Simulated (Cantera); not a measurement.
An adiabatic, constant-pressure homogeneous reactor starts with 19.2 % CH4, 0.633 % CO, 16.8 % O2, 63.3 % N2, equivalence ratio 2.3, at 950 K and 1430 Torr.

Computed with Cantera and GRI-Mech 3.0 (53 species, 325 reactions). Below about 1000 K GRI-Mech 3.0 lacks low-temperature oxidation paths.

**Question.** Predict: time of steepest temperature rise; temperature at 3.00 s; equilibrium temperature; x(CH4) at 3.00 s; x(CO) at 3.00 s; x(O2) at 3.00 s; x(HCN) at 3.00 s.

**Answer.** 
| Item | Value |
|---|---|
| time of steepest temperature rise | 2.51 s |
| temperature at 3.00 s | 1896 K |
| equilibrium temperature | 1896 K |
| x(CH4) at 3.00 s | 1.25e-6 (gas-phase equilibrium 5.07e-9) |
| x(CO) at 3.00 s | 0.146 (gas-phase equilibrium 0.146) |
| x(O2) at 3.00 s | 1.96e-9 (gas-phase equilibrium 1.96e-9) |
| x(HCN) at 3.00 s | 2.69e-6 (gas-phase equilibrium 4.34e-7) |
